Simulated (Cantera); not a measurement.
**Carbon deposition, reforming and gasification: C6H6 + H2O**

Input: 1 mol C6H6, 2.6 mol H2O, equilibrated at 1425 K.

Method: chemical equilibrium by Gibbs-energy minimisation in Cantera with the NASA 1993 tables (ideal gas, pure condensed phases). Candidate condensed phases: C, C6H6, C7H8, C8H18, H2O; 110 gas species. The ideal-gas law is rough above about 30 bar. The numbers say what is thermodynamically allowed, not how fast it happens.

From 10.0 Pa to 100 bar the condensed part is C(graphite). The main C-bearing gas is CO throughout.

```json
[
 {"P (Pa)": "10", "x H2": "0.682", "x CO": "0.317", "x CH4": "1.75e-7", "x H2O": "6.57e-8", "x CO2": "1.34e-8", "x H": "0.000564", "n C(graphite)": "3.40"},
 {"P (Pa)": "160", "x H2": "0.683", "x CO": "0.317", "x CH4": "2.81e-6", "x H2O": "1.05e-6", "x CO2": "2.15e-7", "x H": "0.000141", "n C(graphite)": "3.40"},
 {"P (Pa)": "2500", "x H2": "0.683", "x CO": "0.317", "x CH4": "4.39e-5", "x H2O": "1.64e-5", "x CO2": "3.36e-6", "x H": "3.57e-5", "n C(graphite)": "3.40"},
 {"P (Pa)": "40000", "x H2": "0.682", "x CO": "0.317", "x CH4": "0.000701", "x H2O": "0.000263", "x CO2": "5.37e-5", "x H": "8.91e-6", "n C(graphite)": "3.40"},
 {"P (Pa)": "630000", "x H2": "0.668", "x CO": "0.316", "x CH4": "0.0106", "x H2O": "0.00404", "x CO2": "0.000841", "x H": "2.22e-6", "n C(graphite)": "3.35"},
 {"P (Pa)": "10000000", "x H2": "0.534", "x CO": "0.298", "x CH4": "0.107", "x H2O": "0.0484", "x CO2": "0.0119", "x H": "4.98e-7", "n C(graphite)": "3.07"}
]
```
x: gas mole fraction; n: condensed amount in mol.
